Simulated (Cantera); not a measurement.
Charge: 1 mol MgCl2, 0.053 mol O2, 160 mol H2.

Method: chemical equilibrium by Gibbs-energy minimisation in Cantera with the NASA 1993 tables (ideal gas, pure condensed phases). Candidate condensed phases: H2O, Mg, MgCl2, MgO, Mg(OH)2; 22 gas species. Mutual solubility and eutectic melting of coexisting phases are not modelled. Rates play no part.

Stable condensed phases, one row left out:

```
T in K \ P in Pa
           0.10   0.56    3.2     18    100    560   3200  18000 100000
   1348       A      B      B      B      B      B      B      B      B
   1323       A      B      B      B      B      B      B      B      B
   1298       B      B      B      B      B      B      B      B      B
   1273       B      B      B      B      B      B      B      B      B
   1248       B      B      B      B      B      B      B      B      B
   1223       B      B      B      B      B      B      B      B      B
   1198       B      B      B      B      B      B      B      B      B
   1148       B      B      B      B      B      B      B      B      C
   1123       B      B      B      B      B      B      B      B      C
   1098       B      B      B      B      B      B      B      B      C
   1073       B      B      B      B      B      B      B      C      C
   1048       B      B      B      B      B      B      B      C      C
```

A: gas only; B: MgO; C: MgCl2 + MgO.

Give the row for 1173 K.

0.10: MgO; 0.56: MgO; 3.2: MgO; 18: MgO; 100: MgO; 560: MgO; 3200: MgO; 18000: MgO; 100000: MgCl2 + MgO.
